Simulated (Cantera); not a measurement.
# Equilibrium for carbon deposition, reforming and gasification: C2H4 + CO2 + H2O

A closed system holds: 1 mol C2H4, 0.056 mol CO2, 0.31 mol H2O, equilibrated at 3500 Pa.

These are equilibrium values from Cantera (NASA tables, ideal gas, pure condensed phases), not measurements of a reactor. Candidate condensed phases: C, C6H6, C7H8, C8H18, H2O; 131 gas species. Ions and electrons are included (thermal ionisation). Equilibrium is a limit: real reactors are often held back by kinetics, nucleation or transport.

From 2000 K to 3000 K the condensed part is C(graphite). From 3500 K to 5000 K nothing is condensed. The main C-bearing gas is CO at 2000 K and C at 5000 K.

```tsv
T (K)	x H2	x H	x C	x CO	x C3	x C2	x C2H2 (acetylene)	n C(graphite)
2000	0.838	0.00796	8.70e-10	0.154	7.92e-10	6.70e-11	0.000643	1.63
2500	0.731	0.115	4.76e-6	0.146	1.42e-5	1.31e-6	0.00791	1.59
3000	0.349	0.498	0.00145	0.114	0.00891	0.000906	0.0217	1.31
3500	0.0540	0.733	0.0367	0.0781	0.0673	0.0175	0.00216	0
4000	0.00721	0.723	0.159	0.0676	0.0172	0.0236	3.10e-5	0
4500	0.00142	0.695	0.232	0.0638	0.000601	0.00648	2.36e-7	0
5000	0.000405	0.692	0.243	0.0625	1.90e-5	0.00137	3.01e-9	0
```
x: gas mole fraction; n: condensed amount in mol.
